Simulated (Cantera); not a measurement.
**Gas-phase reforming**

An isothermal, constant-pressure homogeneous reactor starts with 61.1 % CH4, 33.6 % CO2, 5.26 % H2, at 1750 K and 2.37 atm.

Cantera simulation using GRI-Mech 3.0 (53 species, 325 reactions); the numbers are that mechanism's predictions, not measurements. GRI-Mech 3.0 stops at C3 and has no aromatics, soot or wall deposition, so with more carbon than oxygen in the feed, carbon stays in small species such as C2H2 where larger ones or solid carbon would form.

```
t (s)      x CH4    x CO2   x H2   x HO2       x H  x CH2CO    x HCO
--------  ------  -------  -----  ------  --------  -------  -------
0.000300   0.535    0.322  0.107  <1e-12   2.61e-5  4.97e-7  4.37e-8
0.000590   0.468    0.304  0.163  <1e-12   3.55e-5  2.25e-6  3.49e-8
0.00116    0.380    0.274  0.236  <1e-12   4.71e-5  7.17e-6  2.58e-8
0.00228    0.283    0.230  0.304  <1e-12   5.93e-5  1.64e-5  2.01e-8
0.00448    0.190    0.170  0.351  <1e-12   7.04e-5  3.12e-5  1.92e-8
0.00881    0.112   0.0986  0.370  <1e-12   7.99e-5  5.09e-5  2.36e-8
0.0173    0.0625   0.0436  0.380  <1e-12   8.87e-5  6.39e-5  3.06e-8
0.0341    0.0401   0.0248  0.405  <1e-12   9.68e-5  5.79e-5  3.63e-8
0.0669    0.0332   0.0199  0.436  <1e-12  0.000101  4.19e-5  4.13e-8
0.132     0.0300   0.0151  0.471  <1e-12  0.000105  2.59e-5  4.72e-8
0.259     0.0269  0.00973  0.505  <1e-12  0.000108  1.37e-5  5.37e-8
0.509     0.0240  0.00498  0.534  <1e-12  0.000111  6.37e-6  5.95e-8
1.00      0.0220  0.00173  0.554  <1e-12  0.000113  2.83e-6  6.35e-8
```
x: mole fraction; the columns are a selection and need not sum to one.

Equilibrium at this temperature and pressure: CH4 0.0209, CO2 9.97e-7, H2 0.564, HO2 <1e-12, H 0.000114, CH2CO 1.37e-6, HCO 6.57e-8 (gas phase only).
